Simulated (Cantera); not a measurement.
AlN + HCl (chemical vapour transport)

Charge: 1 mol AlN, 0.28 mol HCl, at 700 K.

Cantera equilibrium calculation (NASA polynomials, part measured and part estimated; ideal gas, pure solids and liquids). Candidate condensed phases: Al, AlCl₃, AlN, NH₄Cl; 20 gas species. Rates play no part.

| P (Pa) | x H₂ | x AlCl₃ | x N₂ | x Al₂Cl₆ | x HCl | x NH₃ | n AlN(s) |
|---|---|---|---|---|---|---|---|
| 1000 | 0.427 | 0.236 | 0.142 | 0.0242 | 0.170 | 9.87e-6 | 0.922 |
| 2700 | 0.441 | 0.200 | 0.147 | 0.0469 | 0.164 | 2.85e-5 | 0.921 |
| 7200 | 0.460 | 0.156 | 0.153 | 0.0756 | 0.155 | 8.25e-5 | 0.920 |
| 19000 | 0.480 | 0.112 | 0.160 | 0.104 | 0.143 | 0.000237 | 0.919 |
| 52000 | 0.499 | 0.0757 | 0.166 | 0.129 | 0.129 | 0.000701 | 0.917 |
| 140000 | 0.515 | 0.0494 | 0.172 | 0.148 | 0.114 | 0.00201 | 0.916 |
| 370000 | 0.526 | 0.0318 | 0.175 | 0.162 | 0.0998 | 0.00553 | 0.915 |
| 1000000 | 0.529 | 0.0200 | 0.176 | 0.174 | 0.0859 | 0.0151 | 0.913 |
x: gas mole fraction; n: condensed amount in mol.

From 0.0100 bar to 10.0 bar the condensed part is AlN(s). The main Al-bearing gas is AlCl₃ at 0.0100 bar and Al₂Cl₆ at 10.0 bar.
